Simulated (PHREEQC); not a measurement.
Spent oxide etchant: speciation

Consider water at 25 °C with 0.0026 mol HF and 0.0026 mol (NH4)2SiF6 per kg of water. Closed to the air; pH follows from the charge balance.

Computed with PHREEQC (ion-association model, wateq4f.dat).

The pH is 2.98. The ionic strength comes out as 0.00878 mol/kgw and the total alkalinity is -13.0 meq/kg.

| species | molality | activity | log γ |
|---|---|---|---|
| NH4+ | 0.00520 | 0.00472 | -0.042 |
| SiF6-2 | 0.00243 | 0.00166 | -0.166 |
| HF | 0.00208 | 0.00209 | 0.001 |
| F- | 0.00146 | 0.00133 | -0.043 |
| H+ | 0.00114 | 0.00105 | -0.037 |
| H4SiO4 | 0.000166 | 0.000166 | 0.001 |
| HF2- | 1.17e-5 | 1.06e-5 | -0.043 |
| H2F2 | 1.13e-5 | 1.14e-5 | 0.001 |
| NH3 | 2.56e-9 | 2.56e-9 | 0.000 |

No solid was allowed to form. Examples of supersaturated solids here: Quartz (slow to form). Others may be too. SiF6-2 is the database's only silicon fluoride.
